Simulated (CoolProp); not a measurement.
Vapour-liquid equilibrium of R22 (1) + R123 (2) at 0.149 MPa; x and y are mole fractions of (1).

Values from CoolProp's multi-fluid Helmholtz-energy mixture model, Kamei 1995 and Younglove 1994; pair parameters Bell 2016.

```tsv
x	bubble temperature (K)	y at the bubble point	dew temperature at overall composition x (K)	liquid density (mol/L)
0.05	301.9	0.321	310.6	9.676
0.125	289.1	0.608	308.4	10.16
0.2	279.2	0.761	306.0	10.63
0.275	271.4	0.846	303.5	11.08
0.35	265.3	0.896	300.8	11.53
0.425	260.5	0.927	297.8	11.97
0.5	256.5	0.948	294.5	12.43
0.575	253.2	0.962	290.9	12.90
0.65	250.4	0.973	286.7	13.38
0.725	248.0	0.981	281.8	13.89
0.8	245.9	0.987	275.9	14.42
0.875	243.9	0.993	268.1	14.98
0.95	242.1	0.997	256.1	15.58
```

No azeotrope shows between x = 0.05 and 0.95.

Pair parameters are fitted to limited data, so mixtures are less certain than the pure fluids. The gap from Raoult's law changes sign with composition, which may be real or a fault of the pair parameters; it wasn't checked against measurements.
